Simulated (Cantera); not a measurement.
Charge: 1 mol c-C4F8, 0.97 mol CH4, held at 1.33 mbar.

Method: chemical equilibrium by Gibbs-energy minimisation in Cantera with the NASA 1993 tables (ideal gas, pure condensed phases). Candidate condensed phases: C, C6H6, C7H8, C8H18; 95 gas species. The feed counts by its element totals alone. Gases not in the tables: C2F6 and larger saturated fluorocarbons. Equilibrium is a limit: real reactors are often held back by kinetics, nucleation or transport. All values below are at 1648 K.

Base state: HF 0.788, CF4 0.206, CF2 0.00396, F 0.00186, CF3 0.000257 (mole fractions); condensed: C(graphite).

Q: What changes in the equilibrium state with this change: CH4 from 0.97 to 0.13 mol?

A: 
| species | before | after |
|---|---|---|
| CF4 | 0.206 | 0.773 |
| HF | 0.788 | 0.216 |
| CF2 | 0.00396 | 0.00766 |
| CF3 | 0.000257 | 0.000691 |
| F | 0.00186 | 0.00259 |
| C(graphite), mol | 3.93 | 2.25 |
